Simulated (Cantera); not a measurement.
Ammonia decomposition in nitride growth gas

An isothermal, constant-pressure homogeneous reactor starts with 75.8 % NH3, 24.2 % N2, at 1775 K and 0.0118 atm.

Detailed kinetics in Cantera: the gas-phase N/H chemistry of the illustrative SiF4/NH3 mechanism in the Surface Chemkin manual (1991). Walls and surfaces, which speed up NH3 decomposition in real reactors, are not modelled.

```tsv
t (s)	x NH3	x N	x N2H2	x NH	x H2
0.000900	0.758	<1e-12	7.88e-10	1.03e-9	5.39e-6
0.00201	0.758	1.56e-12	5.45e-9	7.24e-9	1.21e-5
0.00447	0.758	1.92e-11	3.30e-8	4.51e-8	2.74e-5
0.00995	0.757	1.25e-10	1.88e-7	2.19e-7	6.65e-5
0.0222	0.757	5.54e-10	9.99e-7	8.09e-7	0.000212
0.0494	0.756	3.18e-9	3.82e-6	2.10e-6	0.00108
0.110	0.751	1.25e-8	5.85e-6	3.01e-6	0.00487
0.245	0.740	3.32e-8	5.80e-6	3.46e-6	0.0142
0.546	0.717	7.68e-8	5.49e-6	4.05e-6	0.0343
1.22	0.668	1.46e-7	4.83e-6	4.62e-6	0.0758
2.71	0.577	2.20e-7	3.75e-6	4.88e-6	0.154
6.04	0.432	2.70e-7	2.36e-6	4.65e-6	0.278
13.5	0.255	2.87e-7	1.08e-6	3.88e-6	0.429
30.0	0.105	2.68e-7	3.21e-7	2.70e-6	0.556
```
x: mole fraction; the columns are a selection and need not sum to one.

Equilibrium at this temperature and pressure: NH3 1.13e-7, N 1.26e-10, N2H2 <1e-12, NH 1.64e-10, H2 0.645 (gas phase only).
